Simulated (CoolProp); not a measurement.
Properties of p-xylene along the isotherm 346.85 °C.

Model: reference Helmholtz-energy equation of state, Zhou 2012, in CoolProp.

| p (MPa) | phase | expansivity (1/kK) | conductivity (mW/(m K)) | fugacity coefficient |
|---|---|---|---|---|
| 1.61 | gas | 3.168 | 45.9 | [?] |
| 3.21 | gas | 13.96 | 56.7 | 0.6828 |
| 4.82 | supercritical | 8.737 | 78.0 | 0.5126 |
| 6.42 | supercritical | 4.933 | 79.9 | 0.4127 |
| 8.03 | supercritical | 3.705 | 81.5 | 0.3525 |
| 9.63 | supercritical | 3.070 | [?] | 0.3131 |
| 11.2 | supercritical | 2.676 | 83.9 | 0.2859 |
| 12.8 | supercritical | 2.394 | 85.0 | 0.2657 |
| 14.4 | supercritical | 2.183 | 86.0 | 0.2504 |
| 16.1 | supercritical | [?] | 87.0 | 0.2382 |
| 17.7 | supercritical | 1.877 | 87.9 | 0.2294 |

Q: Complete the blanks.

A: 
- 1.61, fugacity coefficient: 0.8376
- 9.63, conductivity (mW/(m K)): 82.8
- 16.1, expansivity (1/kK): 2.009

Thermal conductivity comes from a separate model (Mylona 2014).
